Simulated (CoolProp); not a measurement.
Saturation properties of methanol.

Values from CoolProp's reference Helmholtz-energy equation of state, de Reuck 1993.

```csv
T (K),p (MPa),liquid density (kg/m³),enthalpy of vaporisation (kJ/kg),vapour viscosity (µPa s),liquid conductivity (mW/(m K))
295.9,0.01509,788.4,1172,9.55,…
311,0.03211,774.1,1149,10.0,198
326.1,0.06321,759.7,…,10.5,195
341.2,…,744.8,1094,10.9,192
356.3,0.2024,729.3,1062,11.4,189
371.5,0.3357,712.8,1026,…,186
386.6,0.5315,695.3,985.6,12.2,183
401.7,0.8099,676.4,…,12.6,180
416.8,1.194,…,885.2,12.9,177
431.9,1.710,632.5,823.2,…,175
447,2.387,606.2,753.6,13.8,172
```

Q: Some entries are withheld; supply them.

A: 
- 295.9, liquid conductivity (mW/(m K)): 201
- 326.1, enthalpy of vaporisation (kJ/kg): 1123
- 341.2, p (MPa): 0.1164
- 371.5, vapour viscosity (µPa s): 11.8
- 401.7, enthalpy of vaporisation (kJ/kg): 939.0
- 416.8, liquid density (kg/m³): 655.6
- 431.9, vapour viscosity (µPa s): 13.3

It boils at 337.6 K under 1 atm.

Viscosity comes from a separate model (Xiang 2006). Thermal conductivity comes from a separate model (Sykioti 2013).
